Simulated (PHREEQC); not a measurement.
**Reverse-osmosis permeate: speciation**

Synthetic water in mg/kgw, 81 °C, pH 6.39, pe 10.3:

```
constituent              mg/kgw
-----------------------  ------
Na                          3.1
K                          15.3
Ca                         4.93
Mg                        0.943
Cl                         16.2
S(6) as SO4               0.135
Alkalinity as HCO3         24.1
O(0) (dissolved oxygen)  0.0177
```

Valence states are taken as typed.

Computed with PHREEQC (ion-association model, phreeqc.dat).

```yaml
ionic_strength: 0.00101 mol/kgw
specific_conductance: 263 µS/cm
charge_balance_error: -0.3 %
```

```tsv
species	molality	activity	log γ
Cl-	0.000457	0.000439	-0.018
HCO3-	0.000393	0.000378	-0.017
K+	0.000391	0.000376	-0.018
CO2	0.000338	0.000338	0.000
Na+	0.000135	0.000130	-0.017
Ca+2	0.000122	0.000104	-0.069
Mg+2	3.85e-5	3.29e-5	-0.069
SO4-2	1.34e-6	1.14e-6	-0.069
CaHCO3+	7.77e-7	7.47e-7	-0.017
OH-	6.89e-7	6.61e-7	-0.018
O2	5.53e-7	5.53e-7	0.000
H+	4.23e-7	4.07e-7	-0.017
MgHCO3+	2.50e-7	2.40e-7	-0.017
CO3-2	8.14e-8	6.94e-8	-0.069
CaCO3	6.28e-8	6.28e-8	0.000
CaSO4	3.01e-8	3.01e-8	0.000
```

Precipitation was switched off in this run. Complexes and solids missing from the database can't appear. Constants without temperature data keep their 25 °C values here.
